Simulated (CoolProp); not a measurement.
Vapour-liquid equilibrium of ethylene (1) + isobutane (2) at 221.3 K; x and y are mole fractions of (1).

Computed with CoolProp (multi-fluid Helmholtz-energy mixture model, Smukala 2000 and Bücker 2006; pair parameters Bell 2016).

```json
[
 {"x": "0.05", "bubble pressure (MPa)": "0.05313", "y at the bubble point": "0.724", "dew pressure at overall composition x (MPa)": "0.01591", "liquid density (mol/L)": "11.19"},
 {"x": "0.15", "bubble pressure (MPa)": "0.1334", "y at the bubble point": "0.898", "dew pressure at overall composition x (MPa)": "0.01775", "liquid density (mol/L)": "11.71"},
 {"x": "0.25", "bubble pressure (MPa)": "0.2195", "y at the bubble point": "0.943", "dew pressure at overall composition x (MPa)": "0.02009", "liquid density (mol/L)": "12.26"},
 {"x": "0.35", "bubble pressure (MPa)": "0.3111", "y at the bubble point": "0.964", "dew pressure at overall composition x (MPa)": "0.02312", "liquid density (mol/L)": "12.84"},
 {"x": "0.45", "bubble pressure (MPa)": "0.4077", "y at the bubble point": "0.976", "dew pressure at overall composition x (MPa)": "0.02724", "liquid density (mol/L)": "13.46"},
 {"x": "0.55", "bubble pressure (MPa)": "0.5085", "y at the bubble point": "0.983", "dew pressure at overall composition x (MPa)": "0.03312", "liquid density (mol/L)": "14.12"},
 {"x": "0.65", "bubble pressure (MPa)": "0.6126", "y at the bubble point": "0.989", "dew pressure at overall composition x (MPa)": "0.04225", "liquid density (mol/L)": "14.81"},
 {"x": "0.75", "bubble pressure (MPa)": "0.7190", "y at the bubble point": "0.993", "dew pressure at overall composition x (MPa)": "0.05831", "liquid density (mol/L)": "15.53"},
 {"x": "0.85", "bubble pressure (MPa)": "0.8277", "y at the bubble point": "0.996", "dew pressure at overall composition x (MPa)": "0.09405", "liquid density (mol/L)": "16.25"},
 {"x": "0.95", "bubble pressure (MPa)": "0.9401", "y at the bubble point": "0.999", "dew pressure at overall composition x (MPa)": "0.2426", "liquid density (mol/L)": "16.95"}
]
```

No azeotrope shows between x = 0.05 and 0.95.

The pair parameters rest on a limited set of measurements; away from them the model extrapolates.
